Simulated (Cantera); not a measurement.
Input: 1 mol TEOS, 1 mol N₂O, at 673.15 K and 1.00 bar.

Equilibrium computed with Cantera from the NASA thermochemical tables; the gas is ideal and each condensed phase is pure. Candidate condensed phases: C, C₆H₆, C₇H₈, C₈H₁₈, H₂O, Si, SiC, SiO₂, Si₂N₂O, Si₃N₄; 151 gas species. The feed counts by its element totals alone. The numbers say what is thermodynamically allowed, not how fast it happens.

Problem. What is the equilibrium state?

Solution. 
```
Quantity                             Result
--------------------------------  ---------
x(CH₄)                                0.387
x(H₂O)                                0.291
x(H₂)                                 0.160
x(N₂)                                 0.122
x(CO₂)                               0.0376
x(CO)                               0.00169
x(NH₃)                             0.000300
x(C₂H₆)                             2.52e-6
n(C(graphite))                     4.52 mol
n(SiO₂(α-quartz))                  1.00 mol
gas amount                        8.157 mol
log10 activity of Si(s) (absent)     -29.06
```
